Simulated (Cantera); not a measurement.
Cantera run:

```python
import numpy as np
import cantera as ct

gas_names = """
    NH3 O OH
""".split()
cond_names = """
    V2O4(I) V2O4(II) V2O4(L) VN(s)
""".split()


# ... load() reads the species with a 1 bar reference pressure and builds the phases ...
species = {s.name: s for s in load("nasa_gas.yaml", gas_names) + load("nasa_condensed.yaml", cond_names)}
# Each term lists the table entries of one substance; the one whose range holds T is used.
reactions = {
    '2 NH3(g) + V2O4 + 2 O(g) = 6 OH(g) + 2 VN':
        [(-2, ['NH3']), (-1, ['V2O4(I)', 'V2O4(II)', 'V2O4(L)']), (-2, ['O']), (6, ['OH']), (2, ['VN(s)'])],
}


def pick(names, T):
    return next(species[n] for n in names if species[n].thermo.min_temp <= T <= species[n].thermo.max_temp)


results = []
for label, terms in reactions.items():
    print(label)
    print("     T/K   dH/kJ  dS/(J/K)   dG/kJ   log10 K")
    for T in [723, 798, 873, 948, 1023]:
        used = [(nu, pick(names, T)) for nu, names in terms]
        dH = sum(nu * s.thermo.h(T) for nu, s in used) / 1e6
        dS = sum(nu * s.thermo.s(T) for nu, s in used) / 1e3
        dG = dH - T * dS / 1e3
        logK = -dG * 1e6 / (ct.gas_constant * T * np.log(10))
        results.append((label, T, dH, dS, dG, logK, [s.name for _, s in used]))
        print(f"{T:8g} {dH:8.1f} {dS:8.1f} {dG:8.1f} {logK:8.2f}")
```

It prints:

```
2 NH3(g) + V2O4 + 2 O(g) = 6 OH(g) + 2 VN
     T/K   dH/kJ  dS/(J/K)   dG/kJ   log10 K
     723    813.7    342.3    566.3   -40.91
     798    812.5    340.7    540.6   -35.39
     873    811.1    339.0    515.2   -30.82
     948    809.5    337.2    489.8   -26.99
    1023    807.8    335.5    464.6   -23.72
```

Standard-state values (1 bar) from the NASA 1993 polynomials, evaluated with Cantera. VN: taken at fixed stoichiometry. Condensed species are held in their standard states even where they would react or evaporate.
